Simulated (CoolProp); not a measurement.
Values from CoolProp's reference Helmholtz-energy equation of state, Gao 2016.

**Question.** Give the vapour pressure (MPa), liquid density (kg/m³), enthalpy of vaporisation (kJ/kg) of saturated sulfur dioxide at 318.4, 363.7, 386.3 K.

**Answer.** 
```tsv
T (K)	p (MPa)	liquid density (kg/m³)	enthalpy of vaporisation (kJ/kg)
318.4	0.735	1310	334
363.7	2.28	1150	273
386.3	3.61	1050	231
```
